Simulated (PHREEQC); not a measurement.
Dissolve 130 mmol/kgw NaHS, 0.0034 mmol/kgw Ca(HCO3)2, 0.49 mmol/kgw KCl and 2.9 mmol/kgw HBr at 14 °C. Closed to the air; pH follows from the charge balance.

Equilibrium calculation in PHREEQC: ion-association model, phreeqc.dat.

Precipitation was switched off in this run.

Q: Order these C species by the share of C that they hold, largest first: CO2, NaCO3-, HCO3-, CO3-2, NaHCO3.

A: HCO3- (91 %), NaHCO3 (4.1 %), CO3-2 (2.8 %), NaCO3- (1.4 %), CO2 (0.46 %)

The pH is 8.60 and the ionic strength 0.131 mol/kgw. Away from 25 °C the constants follow the database's enthalpies or fits; those with neither stay at their 25 °C values.
